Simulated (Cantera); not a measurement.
Feed: 1 mol FeS2, 0.23 mol SO3, 0.37 mol O2, held at 1500 K and 1300000 Pa.

These are equilibrium values from Cantera (NASA tables, ideal gas, pure condensed phases), not measurements of a reactor. Candidate condensed phases: Fe, FeO, FeS, FeSO4, FeS2, Fe2O3, Fe2(SO4)3, Fe3O4, S; 12 gas species. FeS: taken at fixed stoichiometry. Equilibrium is a limit: real reactors are often held back by kinetics, nucleation or transport.

### Question
What is the equilibrium state?

### Answer
x(SO2): 0.724
x(S2): 0.245
x(S2O): 0.0281
x(SO): 0.00271
x(S): 5.58e-6
x(SO3): 2.54e-6
n(FeS(l)): 1.00 mol
gas amount: 0.9664 mol
log10 activity of S(l) (absent): -0.96
log10 activity of Fe(γ) (absent): -2.64
